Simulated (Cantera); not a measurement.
A freely propagating, adiabatic, planar premixed flame of 22.9 % H2, 19.8 % O2, 57.3 % N2, equivalence ratio 0.58, unburnt at 400 K and 10.0 bar; mixture-averaged transport, grid criteria slope 0.08 and curve 0.16, no radiation.

Computed with Cantera and the H2/O2 subset of GRI-Mech 3.0, which has no nitrogen chemistry. The hydrogen kinetics of GRI-Mech 3.0 are dated; newer H2 mechanisms differ, most at raised pressure. Burning velocities carry a grid error of a few per cent, more on coarse grids. Lean hydrogen flames are cellular in practice and burn faster than this planar one.

**Question.** Predict: laminar burning velocity; thermal thickness; peak x(HO2); peak x(H2O2); peak x(H).

**Answer.** 
- laminar burning velocity = 82.4 cm/s
- thermal thickness = 0.0351 mm
- peak x(HO2) = 0.00108
- peak x(H2O2) = 0.000389
- peak x(H) = 0.00191
